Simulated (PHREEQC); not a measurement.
Model water analysis in mg/L, 25 °C, pH 5.64, pe 10.4:

| constituent | mg/L |
|---|---|
| Na | 1.33 |
| K | 0.067 |
| Ca | 1.62 |
| Mg | 0.113 |
| Cl | 0.142 |
| S(6) as SO4 | 4.01 |
| Alkalinity as HCO3 | 4.04 |
| Sr | 0.0291 |
| Br | 0.013 |
| Si as SiO2 | 0.0249 |
| F | 0.0826 |
| Li | 0.00233 |
| Cd | 0.0471 |

Valence states are taken as typed.

All values are PHREEQC results (ion-association model, wateq4f.dat), not measurements.

```
quantity                before    after
---------------------  -------  -------
CaSO4 (mol/kgw)        2.87e-7  1.07e-6
MgSO4 (mol/kgw)        3.87e-8  1.44e-7
CaHCO3+ (mol/kgw)      3.26e-8  1.24e-7
SI of Quartz (SiO2)      -2.40    -2.10
SI of Otavite (CdCO3)    -3.18    -2.60
```

Question: What was changed between the two runs?
A) all concentrations times 2 at the same typed pH
B) pH from 5.64 to 6.64 at the same alkalinity
C) pH from 5.64 to 5.5 at the same alkalinity

Answer: A, all concentrations times 2 at the same typed pH

No solid was allowed to form. SiF6-2 is the database's only silicon fluoride.
